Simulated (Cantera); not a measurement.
A freely propagating, adiabatic, planar premixed flame of H₂ : O₂ : N₂ : H₂O = 1 : 0.238 : 0.895 : 0.35 (molar parts), equivalence ratio 2.1, unburnt at 698 K and 0.132 atm; mixture-averaged transport, grid criteria slope 0.08 and curve 0.16, no radiation.

Cantera simulation using the H2/O2 subset of GRI-Mech 3.0, which has no nitrogen chemistry; the numbers are that mechanism's predictions, not measurements. Burning velocities carry a grid error of a few per cent, more on coarse grids.

How do the results move with these cheaper or finer settings: unity-Lewis-number transport; multicomponent transport; multicomponent+Soret transport; grid criteria slope 0.5, curve 1; grid criteria slope 0.25, curve 0.5; grid criteria slope 0.03, curve 0.06?


| setting | laminar burning velocity | thermal thickness | peak x(H) | peak x(O) | grid points |
|---|---|---|---|---|---|
| as above | 818 cm/s | 6.40 mm | 0.103 | 0.00375 | 129 |
| unity-Lewis-number transport | 486 cm/s | 5.25 mm | 0.103 | 0.00280 | 125 |
| multicomponent transport | 802 cm/s | 6.43 mm | 0.103 | 0.00367 | 129 |
| multicomponent+Soret transport | 785 cm/s | 6.37 mm | 0.102 | 0.00367 | 129 |
| grid criteria slope 0.5, curve 1 | 1020 cm/s | 9.85 mm | 0.103 | 0.00315 | 53 |
| grid criteria slope 0.25, curve 0.5 | 901 cm/s | 7.63 mm | 0.104 | 0.00356 | 74 |
| grid criteria slope 0.03, curve 0.06 | 799 cm/s | 6.08 mm | 0.103 | 0.00381 | 288 |
Unity Lewis numbers drop preferential diffusion, which matters most where H2 and H carry the flame; Soret adds thermal diffusion.
